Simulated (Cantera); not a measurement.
Input (Python, Cantera) and output of one run.

```python
import numpy as np
import cantera as ct

gas_names = """
    H HNO HNO2 HNO3 HO2 H2 H2O H2O2 N NH NH2 NH3 NH2OH NO NO2 NO3 N2 N2H2 N2H4 N2O O OH O2 O3
""".split()
cond_names = """
    H2O(s) H2O(L)
""".split()


def load(file, names, dense=False):
    # The tables refer to 1 bar. Condensed volumes are neglected.
    table = {s.name: s for s in ct.Species.list_from_file(file)}
    out = []
    for n in names:
        d = dict(table[n].input_data)
        d["thermo"] = dict(d["thermo"], **{"reference-pressure": 1e5})
        if dense:
            d["equation-of-state"] = {"model": "constant-volume", "density": "1e6 g/cm^3"}
        out.append(ct.Species.from_dict(d))
    return out


gas = ct.Solution(thermo="ideal-gas", species=load("nasa_gas.yaml", gas_names))
cond = {s.name: ct.Solution(thermo="fixed-stoichiometry", species=[s], name=s.name)
        for s in load("nasa_condensed.yaml", cond_names, dense=True)}
atoms = {
    'N2O': {'N': 2, 'O': 1},
    'H2': {'H': 2},
    'N2': {'N': 2},
}
top_T = {}  # K; cautious upper limits of use, not melting points


def equilibrate(T, P, feed):
    n = {}
    for name, mol in feed.items():
        for a, k in atoms[name].items():
            n[a] = n.get(a, 0.0) + k * mol
    gas.TPX = T, P, n
    mass = sum(n.values()) * gas.mean_molecular_weight
    gas.equilibrate("TP")
    valid = [c for c in cond.values() if c.min_temp <= T <= top_T.get(c.name, c.max_temp)]
    mix = ct.Mixture([(gas, mass / gas.mean_molecular_weight)] + [(c, 0.0) for c in valid])
    mix.T, mix.P = T, P
    mix.equilibrate("TP", solver="vcs", rtol=1e-11, max_steps=5000)
    return mix


results = []
T = 3448.15  # K
P = 13332.2  # Pa
for m in [0.53, 1.2, 1.9, 2.6, 3.4, 4.1, 4.8, 5.5, 6.2, 6.9, 7.6, 8.3, 9]:
    feed = {'N2O': 1, 'H2': m, 'N2': 49}  # mol
    mix = equilibrate(T, P, feed)
    results.append((T, P, feed, dict(zip(mix.species_names, mix.species_moles))))

top = {s: max(r[3][s] / sum(r[3][g] for g in gas_names) for r in results) for s in gas_names}
cols = sorted((s for s in top if top[s] > 1e-06), key=lambda s: -top[s])[:9]
seen = [c for c in cond_names if any(r[3].get(c, 0) > 1e-12 for r in results)]
print("log10 of partial pressures in bar; condensed amounts in mol")
print(f"{'n(H2)':>10s}" + "".join(f"{s[:9]:>10s}" for s in cols + seen))
for T, P, feed, n in results:
    ng = sum(n[g] for g in gas_names)
    print(f"{feed['H2']:10.4g}" + "".join(f"{np.log10(max(n[s] / ng * P / 1e5, 1e-99)):10.3f}" for s in cols)
          + "".join(f"{n.get(c, 0):10.4g}" for c in seen))
```

Result:

```
log10 of partial pressures in bar; condensed amounts in mol
     n(H2)        N2         H        H2         O        NO        OH       H2O         N        O2
      0.53    -0.893    -2.580    -4.598    -2.669    -3.475    -4.455    -6.124    -4.209    -4.607
       1.2    -0.903    -2.245    -3.928    -2.685    -3.498    -4.136    -5.471    -4.215    -4.641
       1.9    -0.914    -2.065    -3.568    -2.702    -3.520    -3.973    -5.127    -4.220    -4.675
       2.6    -0.924    -1.946    -3.332    -2.719    -3.541    -3.871    -4.907    -4.225    -4.707
       3.4    -0.935    -1.849    -3.137    -2.736    -3.564    -3.792    -4.730    -4.231    -4.743
       4.1    -0.945    -1.784    -3.007    -2.751    -3.584    -3.741    -4.614    -4.235    -4.772
       4.8    -0.954    -1.730    -2.900    -2.765    -3.603    -3.702    -4.522    -4.240    -4.801
       5.5    -0.963    -1.686    -2.810    -2.779    -3.621    -3.671    -4.446    -4.245    -4.828
       6.2    -0.972    -1.648    -2.734    -2.792    -3.639    -3.646    -4.383    -4.249    -4.855
       6.9    -0.980    -1.614    -2.667    -2.805    -3.656    -3.626    -4.329    -4.253    -4.881
       7.6    -0.988    -1.585    -2.609    -2.818    -3.672    -3.609    -4.283    -4.257    -4.906
       8.3    -0.996    -1.559    -2.557    -2.830    -3.688    -3.595    -4.243    -4.261    -4.930
         9    -1.004    -1.536    -2.510    -2.841    -3.704    -3.583    -4.208    -4.265    -4.953
```

Cantera equilibrium calculation (NASA polynomials, part measured and part estimated; ideal gas, pure solids and liquids).
